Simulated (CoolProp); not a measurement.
Vapour-liquid equilibrium of R125 (1) + propylene (2) at 261.3 K; x and y are mole fractions of (1).

The numbers come from the multi-fluid Helmholtz-energy mixture model, Lemmon 2005 and Lemmon 2013; pair parameters Bell 2016 in CoolProp.

| x | bubble pressure, mixture model (kPa) | bubble pressure, Raoult's law (kPa) | y, mixture model | y, Raoult's law |
|---|---|---|---|---|
| 0.05 | 439.9 | 405.6 | 0.119 | 0.056 |
| 0.125 | 480.7 | 409.3 | 0.240 | 0.138 |
| 0.2 | 508.8 | 413.0 | 0.323 | 0.219 |
| 0.275 | 527.9 | 416.7 | 0.385 | 0.299 |
| 0.35 | 540.7 | 420.4 | 0.436 | 0.377 |
| 0.425 | 548.7 | 424.2 | 0.480 | 0.454 |
| 0.5 | 552.8 | 427.9 | 0.522 | 0.529 |
| 0.575 | 553.3 | 431.6 | 0.564 | 0.603 |
| 0.65 | 550.2 | 435.3 | 0.609 | 0.676 |
| 0.725 | (withheld) | 439.0 | (withheld) | 0.747 |
| 0.8 | 529.5 | 442.7 | (withheld) | 0.818 |
| 0.875 | 509.1 | 446.4 | 0.801 | 0.887 |
| 0.95 | 479.3 | 450.2 | (withheld) | 0.955 |

Task: Fill in the missing entries.

Result: 
- 0.725, bubble pressure, mixture model (kPa): 542.6
- 0.725, y, mixture model: 0.660
- 0.8, y, mixture model: 0.722
- 0.95, y, mixture model: 0.906

The largest gap from Raoult's law is +29.3 % in bubble pressure, at x = 0.425. y crosses x between x = 0.5 and 0.575: the model has an azeotrope there.

Pair parameters are fitted to limited data, so mixtures are less certain than the pure fluids.
